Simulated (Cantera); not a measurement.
Input: 1 mol B2H6, 0.069 mol O2, equilibrated at 0.100 bar.

These are equilibrium values from Cantera (NASA tables, ideal gas, pure condensed phases), not measurements of a reactor. Candidate condensed phases: B, B2O3, B3O3H3, H2O; 23 gas species. The feed counts by its element totals alone. Mutual solubility and eutectic melting of coexisting phases are not modelled. The tables' values for BH2 are old estimates; treat these amounts as uncertain. Gases not in the tables: B2H6 and higher boranes. Rates play no part.

x: gas mole fraction; n: condensed amount in mol.

```csv
T (K),x H2,x H,x HBO,x BO,x B2O2,n B(s),n B2O3(l),n B(l)
898,0.998,3.46e-10,1.63e-7,<1e-12,3.22e-12,1.90,0.0410,0
1048,0.998,2.44e-8,9.12e-6,1.38e-11,3.67e-9,1.90,0.0400,0
1198,0.998,6.00e-7,0.000180,4.77e-9,6.82e-7,1.90,0.0393,0
1348,0.996,7.30e-6,0.00179,4.35e-7,3.80e-5,1.90,0.0375,0
1498,0.985,…,…,…,…,1.89,…,0
1648,0.963,…,…,…,0.00481,1.87,0,0
1798,0.959,0.00109,0.0336,0.000683,0.00450,1.86,0,0
1948,0.955,0.00349,0.0348,0.00194,0.00373,1.86,0,0
2098,0.948,0.00948,0.0340,0.00451,0.00289,1.86,0,0
2248,0.934,0.0224,0.0311,0.00874,0.00203,1.86,0,0
2398,0.907,0.0475,0.0262,0.0143,0.00126,0,0,1.85
```

### Question
Complete the blanks.

### Answer

- 1498, x H: 5.39e-5
- 1498, x HBO: 0.0110
- 1498, x BO: 1.57e-5
- 1498, x B2O2: 0.000918
- 1498, n B2O3(l): 0.0255
- 1648, x H: 0.000276
- 1648, x HBO: 0.0299
- 1648, x BO: 0.000183
